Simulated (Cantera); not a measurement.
**Si + CO2 + N2 + O2 (thermal oxidation and active oxidation of silicon)**

Input: 1 mol Si, 0.014 mol CO2, 26 mol N2, 0.024 mol O2, held at 2330 Torr.

These are equilibrium values from Cantera (NASA tables, ideal gas, pure condensed phases), not measurements of a reactor. Candidate condensed phases: C, Si, SiC, SiO2, Si2N2O, Si3N4; 34 gas species. N2 is the only nitrogen source here; it is nearly inert below about 1500 K, so the nitride shown seldom forms there in practice. Mutual solubility and eutectic melting of coexisting phases are not modelled. Equilibrium is a limit: real reactors are often held back by kinetics, nucleation or transport.

From 1073 K to 1573 K the condensed part is C(graphite) + Si2N2O(s) + Si3N4(s). From 1673 K to 2073 K the condensed part is Si2N2O(s) + Si3N4(s).

```csv
T (K),log p N2,log p SiO,log p CO,log p Si,log p SiN,log p Si2N,n C(graphite),n Si2N2O(s),n Si3N4(s)
1073,0.49,<-11,-8.44,<-11,<-11,<-11,0.0140,0.0760,0.283
1173,0.49,<-11,-7.07,<-11,<-11,<-11,0.0140,0.0760,0.283
1273,0.49,-11.27,-5.92,<-11,<-11,<-11,0.0140,0.0760,0.283
1373,0.49,-9.53,-4.94,<-11,<-11,<-11,0.0139,0.0759,0.283
1473,0.49,-8.04,-4.10,<-11,-11.22,<-11,0.0133,0.0753,0.283
1573,0.49,-6.74,-3.36,-10.07,-9.85,<-11,0.0104,0.0724,0.285
1673,0.49,-5.59,-2.77,-8.71,-8.64,-10.71,0,0.0620,0.292
1773,0.49,-4.59,-2.77,-7.50,-7.57,-9.18,0,0.0618,0.292
1873,0.49,-3.69,-2.77,-6.42,-6.62,-7.81,0,0.0603,0.293
1973,0.49,-2.88,-2.77,-5.46,-5.77,-6.59,0,0.0513,0.296
2073,0.49,-2.16,-2.77,-4.58,-5.00,-5.49,0,0.00525,0.311
```
log p: log10 of the partial pressure in bar; n: condensed amount in mol.
